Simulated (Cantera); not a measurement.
## Thermodynamics of sublimation and decomposition of ceramics, feed SiO₂ + Si + H₂

Input: 1 mol SiO₂, 0.0051 mol Si, a varied amount of H₂, at 100 Torr.

These are equilibrium values from Cantera (NASA tables, ideal gas, pure condensed phases), not measurements of a reactor. Candidate condensed phases: H₂O, Si, SiO₂; 18 gas species. The tables hold silica as quartz up to 1696 K and as liquid above; real silica turns to tridymite and cristobalite and melts near 1996 K. Rates play no part.

Q: Map the stable condensed phases over T = 2275, 2300, 2325, 2350, 2375, 2400, 2425, 2450, 2475, 2500, 2525, 2550 K and n(H₂) in mol = 0.83, 1.4, 1.9, 2.4, 3, 3.5, 4, 4.6, 5.1.

A: 
```
T in K \ n(H₂) in mol
         0.83  1.4  1.9  2.4    3  3.5    4  4.6  5.1
   2550     A    A    B    B    B    B    B    B    B
   2525     A    A    A    B    B    B    B    B    B
   2500     A    A    A    B    B    B    B    B    B
   2475     A    A    A    A    B    B    B    B    B
   2450     A    A    A    A    B    B    B    B    B
   2425     A    A    A    A    A    B    B    B    B
   2400     A    A    A    A    A    B    B    B    B
   2375     A    A    A    A    A    A    B    B    B
   2350     A    A    A    A    A    A    A    B    B
   2325     A    A    A    A    A    A    A    A    B
   2300     A    A    A    A    A    A    A    A    A
   2275     A    A    A    A    A    A    A    A    A
```
A: SiO₂; B: gas only.
